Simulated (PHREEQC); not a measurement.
Solution (25 °C): 0.000209 mol/kgw Ca(HCO3)2, 0.0038 mol/kgw NaF and 0.00038 mol/kgw H4SiO4. Closed to the air; pH follows from the charge balance.

The numbers come from PHREEQC with the ion-association model, phreeqc.dat.

This is a speciation only: nothing precipitates in the calculation.

Task: What pH does the model give?

Result: pH 7.97.

Task: In which forms is C present?

Result: HCO3- 97 %, CO2 2.2 %, CO3-2 0.5 % of the C.

The solution is supersaturated, for example in Fluorite, Quartz (slow to form), so a real one may precipitate; this is no full list. Complexes and solids missing from the database can't appear. SiF6-2 is the database's only silicon fluoride.
